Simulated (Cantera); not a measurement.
Charge: 1 mol Si, 0.028 mol O2, 320 mol N2, at 120 Torr.

Equilibrium computed with Cantera from the NASA thermochemical tables; the gas is ideal and each condensed phase is pure. Candidate condensed phases: Si, SiO2, Si2N2O, Si3N4; 16 gas species. Mutual solubility and eutectic melting of coexisting phases are not modelled. Equilibrium is a limit: real reactors are often held back by kinetics, nucleation or transport. All values below are at 1575 K.

Base state: N2 1.000 (mole fractions); condensed: Si2N2O(s) + Si3N4(s).

What changes in the equilibrium state with this change: pressure from 120 Torr to 0.00188 Torr?


```json
[
 {"species": "N2", "before": "1.000", "after": "0.997"},
 {"species": "Si", "before": "4.07e-9", "after": "0.00293"},
 {"species": "SiO", "before": "3.26e-6", "after": "0.000174"},
 {"species": "Si2N2O(s), mol", "before": "0.0550", "after": "0"},
 {"species": "Si3N4(s), mol", "before": "0.296", "after": "0"}
]
```
